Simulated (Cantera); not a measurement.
Cantera run:

```python
import numpy as np
import cantera as ct

gas_names = """
    CL CL2 N N2 Si SiCL SiCL2 SiCL3 SiCL4 SiN Si2 Si2N Si3
""".split()
cond_names = """
    Si(cr) Si(L) Si3N4(a)
""".split()


# ... load() reads the species with a 1 bar reference pressure and builds the phases ...
atoms = {
    'Si2Cl6': {'Si': 2, 'CL': 6},
    'Cl2': {'CL': 2},
    'N2': {'N': 2},
}
top_T = {'Si3N4(a)': 2400}  # K; cautious upper limits of use, not melting points


# ... equilibrate(T, P, feed) seeds the gas with the atoms and calls Mixture.equilibrate('TP', solver="vcs", rtol=1e-11, max_steps=5000) ...
results = []
feed = {'Si2Cl6': 1, 'Cl2': 0.26, 'N2': 27}  # mol
P = 540  # Pa
for T in [800, 850, 900, 950, 1000, 1050, 1100, 1150, 1200]:
    mix = equilibrate(T, P, feed)
    results.append((T, P, feed, dict(zip(mix.species_names, mix.species_moles))))

top = {s: max(r[3][s] / sum(r[3][g] for g in gas_names) for r in results) for s in gas_names}
cols = sorted((s for s in top if top[s] > 0.001), key=lambda s: -top[s])[:5]
seen = [c for c in cond_names if any(r[3].get(c, 0) > 1e-12 for r in results)]
print("log10 of partial pressures in bar; condensed amounts in mol")
print(f"{'T/K':>10s}" + "".join(f"{s[:9]:>10s}" for s in cols + seen))
for T, P, feed, n in results:
    ng = sum(n[g] for g in gas_names)
    print(f"{T:10.4g}" + "".join(f"{np.log10(max(n[s] / ng * P / 1e5, 1e-99)):10.3f}" for s in cols)
          + "".join(f"{n.get(c, 0):10.4g}" for c in seen))
```

It prints:

```
log10 of partial pressures in bar; condensed amounts in mol
       T/K        N2     SiCL4     SiCL3     SiCL2  Si3N4(a)
       800    -2.293    -3.508    -8.471   -11.387    0.1233
       850    -2.293    -3.508    -7.828   -10.297    0.1233
       900    -2.293    -3.509    -7.258    -9.330    0.1233
       950    -2.293    -3.509    -6.749    -8.466    0.1233
      1000    -2.293    -3.509    -6.292    -7.690    0.1231
      1050    -2.293    -3.510    -5.879    -6.990    0.1227
      1100    -2.293    -3.512    -5.505    -6.355    0.1216
      1150    -2.293    -3.517    -5.167    -5.778    0.1189
      1200    -2.294    -3.528    -4.862    -5.254    0.1124
```

Cantera equilibrium calculation (NASA polynomials, part measured and part estimated; ideal gas, pure solids and liquids). The feed counts by its element totals alone. N2 is the only nitrogen source here; it is nearly inert below about 1500 K, so the nitride shown seldom forms there in practice. The tables' values for SiCl3 are old estimates; treat these amounts as uncertain.
